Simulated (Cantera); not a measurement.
# Boron, boron nitride and boron oxide: B2O3 + H2O + O2

Charge: 1 mol B2O3, 3.1 mol H2O, 0.18 mol O2, held at 1025 °C.

Cantera equilibrium calculation (NASA polynomials, part measured and part estimated; ideal gas, pure solids and liquids). Candidate condensed phases: B, B2O3, B3O3H3, H2O; 23 gas species. Gases not in the tables: H3BO3. The numbers say what is thermodynamically allowed, not how fast it happens.

From 0.0750 Torr to 750 Torr the condensed part is B2O3(l). The share of B in condensed phases is highest at 165 Torr (97.2 %) and lowest at 0.0750 Torr (52.1 %).

```json
[
 {"P (Pa)": "10", "x H2O": "0.699", "x HBO2": "0.251", "x O2": "0.0478", "x (HBO2)3": "4.85e-5", "x B2O3": "0.00176", "x OH": "0.000187", "x BO2": "8.48e-5", "x H2": "2.68e-5", "n B2O3(l)": "0.521"},
 {"P (Pa)": "46", "x H2O": "0.821", "x HBO2": "0.127", "x O2": "0.0513", "x (HBO2)3": "0.000132", "x B2O3": "0.000383", "x OH": "0.000141", "x BO2": "2.75e-5", "x H2": "1.42e-5", "n B2O3(l)": "0.776"},
 {"P (Pa)": "220", "x H2O": "0.886", "x HBO2": "0.0603", "x O2": "0.0532", "x (HBO2)3": "0.000324", "x B2O3": "8.01e-5", "x OH": "0.000100", "x BO2": "8.58e-6", "x H2": "6.86e-6", "n B2O3(l)": "0.896"},
 {"P (Pa)": "1000", "x H2O": "0.916", "x HBO2": "0.0288", "x O2": "0.0541", "x (HBO2)3": "0.000728", "x B2O3": "1.76e-5", "x OH": "6.99e-5", "x BO2": "2.77e-6", "x H2": "3.30e-6", "n B2O3(l)": "0.948"},
 {"P (Pa)": "4600", "x H2O": "0.930", "x HBO2": "0.0135", "x O2": "0.0545", "x (HBO2)3": "0.00160", "x B2O3": "3.83e-6", "x OH": "4.82e-5", "x BO2": "8.83e-7", "x H2": "1.56e-6", "n B2O3(l)": "0.970"},
 {"P (Pa)": "22000", "x H2O": "0.935", "x HBO2": "0.00620", "x O2": "0.0548", "x (HBO2)3": "0.00352", "x B2O3": "8.01e-7", "x OH": "3.27e-5", "x BO2": "2.73e-7", "x H2": "7.14e-7", "n B2O3(l)": "0.972"},
 {"P (Pa)": "100000", "x H2O": "0.935", "x HBO2": "0.00290", "x O2": "0.0550", "x (HBO2)3": "0.00749", "x B2O3": "1.76e-7", "x OH": "2.24e-5", "x BO2": "8.78e-8", "x H2": "3.34e-7", "n B2O3(l)": "0.958"}
]
```
x: gas mole fraction; n: condensed amount in mol.
